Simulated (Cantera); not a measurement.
Charge: 1 mol HgO, 2.4 mol O2, 0.58 mol N2, at 1623.15 K and 0.230 bar.

Equilibrium computed with Cantera from the NASA thermochemical tables; the gas is ideal and each condensed phase is pure. Candidate condensed phases: Hg, HgO; 10 gas species. Kinetics and transport are ignored.

Base state: O2 0.647, Hg 0.223, N2 0.129, NO 0.00151, O 3.19e-5 (mole fractions); condensed: gas only.

Question: What changes in the equilibrium state with this change: HgO replaced by Fe(CO)5?

Answer: 
```json
[
 {"species": "CO2", "before": "0", "after": "0.681"},
 {"species": "CO", "before": "0", "after": "0.215"},
 {"species": "N2", "before": "0.129", "after": "0.104"},
 {"species": "O2", "before": "0.647", "after": "3.16e-8"},
 {"species": "Hg", "before": "0.223", "after": "0"},
 {"species": "NO", "before": "0.00151", "after": "3.01e-7"},
 {"species": "O", "before": "3.19e-5", "after": "7.06e-9"},
 {"species": "FeO(s), mol", "before": "0", "after": "1.000"}
]
```
The tables' stoichiometric FeO is somewhat more stable than real wüstite, so its field is too wide. FeO: taken at fixed stoichiometry. Further candidate phases: C, Fe, Fe(CO)5, FeO, Fe2O3, Fe3O4.

Question: What changes in the equilibrium state with this change: temperature from 1623.15 K to 1498 K?

Answer: 
| species | before | after |
|---|---|---|
| O2 | 0.647 | 0.647 |
| Hg | 0.223 | 0.223 |
| N2 | 0.129 | 0.129 |
| NO | 0.00151 | 0.000861 |
| O | 3.19e-5 | 6.62e-6 |
